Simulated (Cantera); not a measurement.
Feed: 1 mol Cr, 0.81 mol N₂O, held at 850 K and 1.33 mbar.

Equilibrium computed with Cantera from the NASA thermochemical tables; the gas is ideal and each condensed phase is pure. Equilibrium is a limit: real reactors are often held back by kinetics, nucleation or transport.

```
species        before  after
-------------  ------  -----
N₂               1.00  0.833
O₂              <1e-9  0.167
CrN(s), mol     0.460      0
Cr₂O₃(s), mol   0.270  0.500
```
Gas species are given as mole fractions.

**Question.** Which change was made?
A. temperature from 850 K to 1350 K
B. temperature from 850 K to 2175 K
C. temperature from 850 K to 1300 K
D. N₂O from 0.81 to 2.5 mol

**Answer.** D, N₂O from 0.81 to 2.5 mol
